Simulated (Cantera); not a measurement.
An isothermal, constant-pressure homogeneous reactor starts with CH4 : H2O : H2 = 1 : 1.2 : 0.24 (molar parts), at 1725 K and 0.133 bar. Integrator tolerance rtol = 1e-08.

Model: GRI-Mech 3.0 (53 species, 325 reactions), integrated in Cantera.

**Question.** What does this change do: temperature 1725 to 1900 K?

**Answer.** 
| quantity | before | after |
|---|---|---|
| x(CH4) at 20.0 s | 0.00145 (gas-phase equilibrium 1.54e-8) | 2.96e-9 (gas-phase equilibrium 3.62e-9) |
| x(H2O) at 20.0 s | 0.0461 (gas-phase equilibrium 0.0415) | 0.0420 (gas-phase equilibrium 0.0420) |
| x(H2) at 20.0 s | 0.728 (gas-phase equilibrium 0.733) | 0.731 (gas-phase equilibrium 0.731) |
| x(HCO) at 20.0 s | 9.38e-9 (gas-phase equilibrium 9.53e-9) | 2.51e-8 (gas-phase equilibrium 2.51e-8) |
| x(C2H2) at 20.0 s | 0.00164 (gas-phase equilibrium 3.18e-12) | 1.89e-12 (gas-phase equilibrium 2.31e-12) |

**Question.** What does this change do: H2 0.24 to 0.75 parts?

**Answer.** 
```json
[
 {"quantity": "x(CH4) at 20.0 s", "before": "0.00145 (gas-phase equilibrium 1.54e-8)", "after": "0.00158 (gas-phase equilibrium 1.70e-8)"},
 {"quantity": "x(H2O) at 20.0 s", "before": "0.0461 (gas-phase equilibrium 0.0415)", "after": "0.0432 (gas-phase equilibrium 0.0376)"},
 {"quantity": "x(H2) at 20.0 s", "before": "0.728 (gas-phase equilibrium 0.733)", "after": "0.755 (gas-phase equilibrium 0.760)"},
 {"quantity": "x(HCO) at 20.0 s", "before": "9.38e-9 (gas-phase equilibrium 9.53e-9)", "after": "8.54e-9 (gas-phase equilibrium 8.72e-9)"},
 {"quantity": "x(C2H2) at 20.0 s", "before": "0.00164 (gas-phase equilibrium 3.18e-12)", "after": "0.00201 (gas-phase equilibrium 3.48e-12)"}
]
```
